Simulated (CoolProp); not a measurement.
Properties of decamethyltetrasiloxane (MD2M) along the isobar 620 kPa (Tc = 599.4 K, pc = 1144 kPa, ω = 0.635).

Values from CoolProp's reference Helmholtz-energy equation of state, Thol 2017.

| T (K) | phase | Joule-Thomson coefficient (K/MPa) | isothermal compressibility (1/MPa) | expansivity (1/kK) |
|---|---|---|---|---|
| 284.9 | liquid | -0.4601 | 0.001470 | 1.152 |
| 306.2 | liquid | -0.4361 | 0.001733 | 1.176 |
| 327.5 | liquid | -0.4101 | 0.002055 | 1.209 |
| 348.8 | liquid | -0.3816 | 0.002456 | 1.252 |
| 370.2 | liquid | -0.3497 | 0.002967 | 1.308 |
| 391.5 | liquid | -0.3129 | 0.003626 | 1.380 |
| 412.8 | liquid | -0.2689 | 0.004500 | 1.472 |
| 434.1 | liquid | -0.2144 | 0.005695 | 1.590 |
| 455.5 | liquid | -0.1439 | 0.007397 | 1.745 |
| 476.8 | liquid | -0.04963 | 0.009906 | 1.951 |
| 498.1 | liquid | 0.08367 | ? | 2.238 |
| 519.4 | liquid | 0.2878 | 0.02056 | 2.665 |
| 540.7 | liquid | 0.6508 | 0.03400 | ? |
| 562.1 | gas | 22.31 | 2.698 | ? |
| 583.4 | gas | 15.79 | 2.283 | 4.683 |

Problem. Some entries are withheld; supply them.

Solution. 
- 498.1, isothermal compressibility (1/MPa): 0.01384
- 540.7, expansivity (1/kK): 3.404
- 562.1, expansivity (1/kK): 6.744
